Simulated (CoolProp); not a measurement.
A Linde-Hampson liquefier for carbon monoxide: isothermal reversible compression at 280 K from 1 atm to 15 MPa, throttling to 1 atm, return gas leaving the recuperator 0 K below the feed. Each further row changes one setting.

The numbers come from the reference Helmholtz-energy equation of state, Lemmon 2006 in CoolProp. It is a short technical equation, of lower accuracy than the large ones.

| case | liquid yield per pass | compression work (kJ/kg of gas) |
|---|---|---|
| as stated | 0.086 | 412 |
| high pressure 30 MPa | (withheld) | 472 |
| warm-end temperature 310 K | (withheld) | 459 |
| warm-end gap 5 K | (withheld) | 412 |

Problem. Some entries are withheld; supply them.

Solution. 
- high pressure 30 MPa, liquid yield per pass: 0.124
- warm-end temperature 310 K, liquid yield per pass: 0.063
- warm-end gap 5 K, liquid yield per pass: 0.075
